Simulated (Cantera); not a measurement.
Charge: 1 mol Cr2O3, 6.1 mol H2, held at 9.60 bar.

Equilibrium computed with Cantera from the NASA thermochemical tables; the gas is ideal and each condensed phase is pure. Candidate condensed phases: Cr, Cr2O3, H2O; 13 gas species. Mutual solubility and eutectic melting of coexisting phases are not modelled. Kinetics and transport are ignored.

x: gas mole fraction; n: condensed amount in mol.

```json
[
 {"T (K)": "873", "x H2": "1.000", "x H2O": "8.88e-7", "x H": "(withheld)", "x Cr": "<1e-12", "n Cr2O3(s)": "1.000", "n Cr(s)": "0"},
 {"T (K)": "948", "x H2": "1.000", "x H2O": "3.57e-6", "x H": "(withheld)", "x Cr": "<1e-12", "n Cr2O3(s)": "1.000", "n Cr(s)": "0"},
 {"T (K)": "1023", "x H2": "1.000", "x H2O": "1.16e-5", "x H": "(withheld)", "x Cr": "<1e-12", "n Cr2O3(s)": "1.000", "n Cr(s)": "0"},
 {"T (K)": "1098", "x H2": "1.000", "x H2O": "3.20e-5", "x H": "(withheld)", "x Cr": "<1e-12", "n Cr2O3(s)": "1.000", "n Cr(s)": "0"},
 {"T (K)": "1173", "x H2": "1.000", "x H2O": "7.70e-5", "x H": "(withheld)", "x Cr": "1.00e-11", "n Cr2O3(s)": "1.000", "n Cr(s)": "0.000313"},
 {"T (K)": "1248", "x H2": "1.000", "x H2O": "0.000166", "x H": "(withheld)", "x Cr": "1.11e-10", "n Cr2O3(s)": "1.000", "n Cr(s)": "0.000676"},
 {"T (K)": "1323", "x H2": "1.000", "x H2O": "0.000328", "x H": "(withheld)", "x Cr": "9.26e-10", "n Cr2O3(s)": "0.999", "n Cr(s)": "0.00133"},
 {"T (K)": "1398", "x H2": "0.999", "x H2O": "0.000601", "x H": "(withheld)", "x Cr": "6.13e-9", "n Cr2O3(s)": "0.999", "n Cr(s)": "0.00244"},
 {"T (K)": "1473", "x H2": "0.999", "x H2O": "0.00103", "x H": "(withheld)", "x Cr": "3.33e-8", "n Cr2O3(s)": "0.998", "n Cr(s)": "0.00420"}
]
```

### Question
Complete the blanks.

### Answer

- 873, x H: 1.51e-11
- 948, x H: 1.69e-10
- 1023, x H: 1.34e-9
- 1098, x H: 7.98e-9
- 1173, x H: 3.81e-8
- 1248, x H: 1.51e-7
- 1323, x H: 5.12e-7
- 1398, x H: 1.53e-6
- 1473, x H: 4.08e-6
